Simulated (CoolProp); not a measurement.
Vapour-liquid equilibrium of propylene (1) + R22 (2) at 13.05 °C; x and y are mole fractions of (1).

The numbers come from the multi-fluid Helmholtz-energy mixture model, Lemmon 2013 and Kamei 1995; pair parameters Bell 2016 in CoolProp.

```json
[
 {"x": "0.05", "bubble pressure, mixture model (kPa)": "764.3", "bubble pressure, Raoult's law (kPa)": "750.7", "y, mixture model": "0.069", "y, Raoult's law": "0.056"},
 {"x": "0.2", "bubble pressure, mixture model (kPa)": "809.4", "bubble pressure, Raoult's law (kPa)": "765.8", "y, mixture model": "0.245", "y, Raoult's law": "0.221"},
 {"x": "0.35", "bubble pressure, mixture model (kPa)": "840.7", "bubble pressure, Raoult's law (kPa)": "780.9", "y, mixture model": "0.392", "y, Raoult's law": "0.379"},
 {"x": "0.5", "bubble pressure, mixture model (kPa)": "860.3", "bubble pressure, Raoult's law (kPa)": "796.0", "y, mixture model": "0.526", "y, Raoult's law": "0.532"},
 {"x": "0.65", "bubble pressure, mixture model (kPa)": "869.4", "bubble pressure, Raoult's law (kPa)": "811.1", "y, mixture model": "0.656", "y, Raoult's law": "0.678"},
 {"x": "0.8", "bubble pressure, mixture model (kPa)": "867.8", "bubble pressure, Raoult's law (kPa)": "826.3", "y, mixture model": "0.792", "y, Raoult's law": "0.820"},
 {"x": "0.95", "bubble pressure, mixture model (kPa)": "854.1", "bubble pressure, Raoult's law (kPa)": "841.4", "y, mixture model": "0.944", "y, Raoult's law": "0.956"}
]
```

The largest gap from Raoult's law is +8.1 % in bubble pressure, at x = 0.5. y crosses x between x = 0.65 and 0.8: the model has an azeotrope there.

The pair parameters rest on a limited set of measurements; away from them the model extrapolates.
